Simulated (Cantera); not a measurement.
Charge: 1 mol Si, 0.034 mol N2O, 31 mol N2, at 1600 K and 660000 Pa.

Cantera equilibrium calculation (NASA polynomials, part measured and part estimated; ideal gas, pure solids and liquids). Candidate condensed phases: Si, SiO2, Si2N2O, Si3N4; 16 gas species. Mutual solubility and eutectic melting of coexisting phases are not modelled. The numbers say what is thermodynamically allowed, not how fast it happens.

Problem. What is the equilibrium state?

Solution. x(N2): 1.00
n(Si2N2O(s)): 0.0340 mol
n(Si3N4(s)): 0.311 mol
gas amount: 30.38 mol
log10 activity of Si(s) (absent): -2.90
